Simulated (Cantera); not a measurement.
Input: 1 mol CuO, 30 mol HF, 96 mol N2, held at 0.000400 bar.

Method: chemical equilibrium by Gibbs-energy minimisation in Cantera with the NASA 1993 tables (ideal gas, pure condensed phases). Candidate condensed phases: Cu, CuF2, CuO, Cu(OH)2, Cu2O, H2O; 45 gas species. Rates play no part.

### Question
Which condensed phases are stable at each of these points (T (K)): 825, 900, 975, 1050, 1125, 1200, 1275, 1350, 1425, 1500, 1575, 1650, 1725, 1800?

### Answer
```tsv
T (K)	condensed phases	Cu condensed (%)
825	CuO(s) + Cu2O(s)	99.9
900	Cu2O(s)	99.6
975	Cu2O(s)	98.3
1050	Cu2O(s)	94.0
1125	Cu2O(s)	82.1
1200	Cu2O(s)	53.6
1275	gas only	0.0
1350	gas only	0.0
1425	gas only	0.0
1500	gas only	0.0
1575	gas only	0.0
1650	gas only	0.0
1725	gas only	0.0
1800	gas only	0.0
```

At 825 K the condensed part is CuO(s) + Cu2O(s). From 900 K to 1200 K the condensed part is Cu2O(s). From 1275 K to 1800 K nothing is condensed.
